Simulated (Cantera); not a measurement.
## Low-pressure radical oxidation in H2/O2

An isothermal, constant-pressure homogeneous reactor starts with H2 : O2 = 0.025 : 1 (molar parts), equivalence ratio 0.013, at 1425 K and 4.58 Torr.

Detailed kinetics in Cantera: the H2/O2 subset of GRI-Mech 3.0, which has no nitrogen chemistry. Radical loss at walls, strong at low pressure, is not modelled.

```
t (s)         x H2   x O2     x H2O     x HO2      x OH    x H2O2       x H
--------  --------  -----  --------  --------  --------  --------  --------
1.00e-6     0.0244  0.976    <1e-12  3.58e-10  4.44e-12    <1e-12  3.53e-10
4.78e-6     0.0244  0.976    <1e-12   1.71e-9  9.78e-11    <1e-12   1.61e-9
2.29e-5     0.0244  0.976  7.15e-11   8.18e-9   1.91e-9    <1e-12   6.33e-9
0.000109    0.0244  0.976   5.12e-9   3.91e-8   2.58e-8  1.02e-11   1.73e-8
0.000524    0.0244  0.976   2.93e-7   1.87e-7   3.40e-7  2.16e-10   9.23e-8
0.00250     0.0238  0.975  0.000401   7.77e-7  0.000281   3.03e-9   6.78e-5
0.0120    0.000218  0.953    0.0218   4.09e-7   0.00326   1.06e-8   0.00149
0.0573    0.000208  0.954    0.0219   4.01e-7   0.00319   1.04e-8   0.00138
0.274     0.000168  0.958    0.0224   3.64e-7   0.00287   9.82e-9  0.000987
1.31       7.39e-5  0.968    0.0234   2.40e-7   0.00191   7.28e-9  0.000276
6.27       1.04e-5  0.974    0.0243   7.40e-8  0.000720   2.78e-9   1.41e-5
30.0       8.59e-7  0.975    0.0246   3.23e-8  0.000207  5.65e-10   3.31e-7
```
x: mole fraction; the columns are a selection and need not sum to one.

Equilibrium at this temperature and pressure: H2 2.12e-7, O2 0.975, H2O 0.0246, HO2 4.85e-8, OH 0.000103, H2O2 2.50e-10, H 4.05e-8 (gas phase only).
